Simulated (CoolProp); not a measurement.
CF4 (R14) at several states: density (kg/m³) from the reference equation and from simpler models built on Tc = 227.4 K, pc = 3.762 MPa, ω = 0.178; each cubic takes its own stable root.

The numbers come from the reference Helmholtz-energy equation of state, Platzer 1990 in CoolProp. This equation is an older, rougher fit; its heat capacities, sound speeds and derivatives of the liquid may be far off and weren't checked against measurements.

```
T (K)  p (MPa)          phase  reference
-----  -------  -------------  ---------
221.6     21.9         liquid       1321
249.1   0.0316            gas      1.346
301.1    0.103            gas      3.634
301.7     11.3  supercritical      562.1
```

How far does each simpler model (van der Waals, Redlich-Kwong, Peng-Robinson) lie from the reference over these 4 states: mean and median of the absolute difference, and the worst?


- van der Waals: mean 7.8 %, median 3.5 %, worst -24.1 % at 221.6 K and 21.9 MPa
- Redlich-Kwong: mean 1.2 %, median 0.7 %, worst +3.3 % at 301.7 K and 11.3 MPa
- Peng-Robinson: mean 2.6 %, median 0.1 %, worst +10.3 % at 221.6 K and 21.9 MPa
